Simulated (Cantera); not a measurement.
Charge: 1 mol SiHCl3, 55 mol H2, at 1500 K and 7.50 Torr.

Cantera equilibrium calculation (NASA polynomials, part measured and part estimated; ideal gas, pure solids and liquids). Candidate condensed phases: Si; 19 gas species. The tables' values for SiCl3 are old estimates; treat these amounts as uncertain. Rates play no part.

Base state: H2 0.953, HCl 0.0411, SiCl2 0.00568, H 0.000172, SiCl3 5.95e-5 (mole fractions); condensed: Si(s).

Task: What changes in the equilibrium state with this change: H2 from 55 to 210 mol?

Result: 
| species | before | after |
|---|---|---|
| H2 | 0.953 | 0.986 |
| HCl | 0.0411 | 0.0130 |
| SiCl2 | 0.00568 | 0.000553 |
| SiCl3 | 5.95e-5 | 1.81e-6 |
| H | 0.000172 | 0.000175 |
| Si(s), mol | 0.672 | 0.881 |
